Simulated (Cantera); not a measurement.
A jet of CH4 : O2 : N2 = 0.011 : 0.055 : 0.79 (molar parts) at 300 K and 0.0947 atm hits a platinum plate 2.6 cm away at a mass flux of 0.042 kg/m²/s; the plate temperature is set and raised in steps from an oxygen-covered start.

Cantera simulation using Deutschmann's 1995 Pt surface mechanism with GRI-Mech 3.0 gas chemistry; the numbers are that mechanism's predictions, not measurements. Catalytic surfaces can have several steady states; this one follows from the mechanism file's or the stated starting coverage.

One state of this run: wall x CH4 = 0.00348; wall x O2 = 0.0444; wall x H2O = 0.0173; wall x OH = 3.68e-7; wall x CO = 3.68e-6; wall x CO2 = 0.0114; θ free Pt = 0.453; θ O* = 0.546. x: mole fraction at the wall; θ: surface coverage.

**Question.** Which value of plate T (K) does it belong to?
A) 950
B) 1050
C) 1100
D) 1200

**Answer.** B, 1050
